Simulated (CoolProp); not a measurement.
Vapour-liquid equilibrium of acetone (1) + n-dodecane (2) at 387.7 K; x and y are mole fractions of (1).

Computed with CoolProp (multi-fluid Helmholtz-energy mixture model, Lemmon 2006 and Lemmon 2004; pair parameters Bell 2016).

Give the bubble pressure and the first vapour's composition at x = 0.15, 0.75, 0.95. Is there an azeotrope?

x = 0.15: 0.1141 MPa, y = 0.968; x = 0.75: 0.4197 MPa, y = 0.994; x = 0.95: 0.5038 MPa, y = 0.998. No azeotrope shows between x = 0.05 and 0.95.

The pair parameters rest on a limited set of measurements; away from them the model extrapolates. The gap from Raoult's law changes sign with composition, which may be real or a fault of the pair parameters; it wasn't checked against measurements.
